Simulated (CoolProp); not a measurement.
n-octane along the isotherm 620 K: Z from the reference equation and from simpler models built on Tc = 568.7 K, pc = 2.484 MPa, ω = 0.398; each cubic takes its own stable root.

Model: reference Helmholtz-energy equation of state, Beckmüller 2019, in CoolProp.

```tsv
p (MPa)	phase	reference	Redlich-Kwong	Soave-Redlich-Kwong
0.0393	gas	0.9958	0.9958	0.9961
0.0611	gas	0.9934	0.9935	0.9939
0.0952	gas	0.9897	0.9898	0.9905
0.148	gas	0.9840	0.9841	0.9852
0.231	gas	0.9749	0.9750	0.9768
0.359	gas	0.9608	0.9609	0.9637
0.56	gas	0.9382	0.9382	0.9428
0.871	gas	0.9025	0.9019	0.9095
1.36	gas	0.8439	0.8413	0.8547
2.11	gas	0.7468	0.7371	0.7634
3.29	supercritical	0.5692	0.5289	0.5998
5.12	supercritical	0.3846	0.4222	0.4736
7.98	supercritical	0.4683	0.5263	0.5565
12.4	supercritical	0.6436	0.7108	0.7346
```
